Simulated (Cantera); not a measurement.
An isothermal, constant-pressure homogeneous reactor starts with CH4 : N2 = 1 : 5.3 (molar parts), at 1423 K and 0.188 atm. Integrator tolerance rtol = 1e-08.

Detailed kinetics in Cantera: GRI-Mech 3.0 (53 species, 325 reactions). GRI-Mech 3.0 stops at C3 and has no aromatics, soot or wall deposition, so with more carbon than oxygen in the feed, carbon stays in small species such as C2H2 where larger ones or solid carbon would form.

Task: What does this change do: pressure from 0.188 atm to 0.00128 atm?

Result: 
| quantity | before | after |
|---|---|---|
| x(CH4) at 70.0 s | 0.0180 (gas-phase equilibrium 0.00598) | 0.0946 (gas-phase equilibrium 4.50e-5) |
| x(H2) at 70.0 s | 0.181 (gas-phase equilibrium 0.197) | 0.0818 (gas-phase equilibrium 0.205) |
| x(C2H2) at 70.0 s | 0.0595 (gas-phase equilibrium 0.0312) | 0.0264 (gas-phase equilibrium 0.0335) |
| x(H) at 70.0 s | 5.53e-6 (gas-phase equilibrium 6.81e-6) | 1.23e-5 (gas-phase equilibrium 8.41e-5) |
| x(C2H6) at 70.0 s | 2.06e-6 (gas-phase equilibrium 4.46e-7) | 1.19e-5 (gas-phase equilibrium 2.43e-11) |
Radical loss at walls, strong at low pressure, is not modelled.

Task: What does this change do: pressure from 0.188 atm to 0.326 atm?

Result: 
| quantity | before | after |
|---|---|---|
| x(CH4) at 70.0 s | 0.0180 (gas-phase equilibrium 0.00598) | 0.0158 (gas-phase equilibrium 0.00974) |
| x(H2) at 70.0 s | 0.181 (gas-phase equilibrium 0.197) | 0.183 (gas-phase equilibrium 0.192) |
| x(C2H2) at 70.0 s | 0.0595 (gas-phase equilibrium 0.0312) | 0.0596 (gas-phase equilibrium 0.0299) |
| x(H) at 70.0 s | 5.53e-6 (gas-phase equilibrium 6.81e-6) | 4.76e-6 (gas-phase equilibrium 5.10e-6) |
| x(C2H6) at 70.0 s | 2.06e-6 (gas-phase equilibrium 4.46e-7) | 2.65e-6 (gas-phase equilibrium 1.22e-6) |
